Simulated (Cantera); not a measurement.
A closed system holds: 1 mol CH₃Cl, 0.048 mol CH₄, 0.083 mol H₂, equilibrated at 2150 K and 32.0 mbar.

Method: chemical equilibrium by Gibbs-energy minimisation in Cantera with the NASA 1993 tables (ideal gas, pure condensed phases). Candidate condensed phases: C, C₆H₆, C₇H₈, C₈H₁₈; 91 gas species. The numbers say what is thermodynamically allowed, not how fast it happens.

Base state: H₂ 0.529, HCl 0.442, H 0.0172, Cl 0.0105, C₂H₂ (acetylene) 0.00103 (mole fractions); condensed: C(graphite).

Task: What changes in the equilibrium state with this change: CH₃Cl replaced by CH₂F₂?

Result: 
```csv
species,before,after
HF,0,0.915
H₂,0.529,0.0784
H,0.0172,0.00660
HCl,0.442,0
Cl,0.0105,0
F,0,5.58e-5
C₂H₂ (acetylene),0.00103,0.000152
"C(graphite), mol",1.04,1.05
```
